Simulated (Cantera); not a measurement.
An isothermal, constant-pressure homogeneous reactor starts with H2 : O2 = 0.05 : 1 (molar parts), equivalence ratio 0.025, at 1150 K and 20.0 Torr.

Detailed kinetics in Cantera: the H2/O2 subset of GRI-Mech 3.0, which has no nitrogen chemistry. Radical loss at walls, strong at low pressure, is not modelled. The temperature is held fixed by assumption; the heat of reaction is taken as removed at once.

x: mole fraction; the columns are a selection and need not sum to one.

```tsv
t (s)	x H2	x O2	x H2O2	x O	x H	x OH
9.00e-5	0.0476	0.952	<1e-12	2.56e-9	1.92e-9	1.86e-9
0.000194	0.0476	0.952	2.89e-12	1.33e-8	7.12e-9	8.58e-9
0.000420	0.0476	0.952	1.41e-11	1.89e-7	9.09e-8	1.17e-7
0.000906	0.0475	0.952	2.83e-10	4.15e-5	1.98e-5	2.55e-5
0.00196	(withheld)	0.922	(withheld)	0.0231	(withheld)	(withheld)
0.00423	0.000668	0.926	1.76e-7	0.0225	0.00509	0.00247
0.00913	0.000400	0.936	1.78e-7	0.0133	0.00230	0.00191
0.0197	0.000168	0.945	1.68e-7	0.00553	0.000610	0.00123
0.0426	4.99e-5	0.949	1.34e-7	0.00165	9.90e-5	0.000672
0.0920	1.23e-5	0.951	8.59e-8	0.000414	1.24e-5	0.000337
0.199	2.99e-6	0.951	4.57e-8	0.000103	1.54e-6	0.000169
0.429	7.92e-7	0.951	2.16e-8	2.79e-5	2.18e-7	8.80e-5
0.926	2.38e-7	0.951	9.69e-9	8.54e-6	3.70e-8	4.88e-5
2.00	(withheld)	0.951	(withheld)	(withheld)	(withheld)	(withheld)
```

Some entries are withheld; supply them.


- 0.00196, x H2: 0.00401
- 0.00196, x H2O2: 4.23e-7
- 0.00196, x H: 0.00989
- 0.00196, x OH: 0.00446
- 2.00, x H2: 8.02e-8
- 2.00, x H2O2: 4.27e-9
- 2.00, x O: 2.93e-6
- 2.00, x H: 7.45e-9
- 2.00, x OH: 2.86e-5
